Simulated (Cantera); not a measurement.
Feed: 1 mol FeS2, a varied amount of SO3, 1.1 mol CO2, 0.91 mol SO2, equilibrated at 1148 K and 1.30 bar.

These are equilibrium values from Cantera (NASA tables, ideal gas, pure condensed phases), not measurements of a reactor. Candidate condensed phases: C, Fe, Fe(CO)5, FeO, FeS, FeSO4, FeS2, Fe2O3, Fe2(SO4)3, Fe3O4, S; 25 gas species. Gases not in the tables: S3 to S7. Rates play no part.

At 4.7 mol SO3, list the 7 most abundant gas species with their mole fractions, and the condensed phases.

SO2 0.852, CO2 0.128, S2 0.0165, S2O 0.00249, CO 0.000470, SO 0.000134, COS 7.32e-5. Condensed: Fe3O4(s).
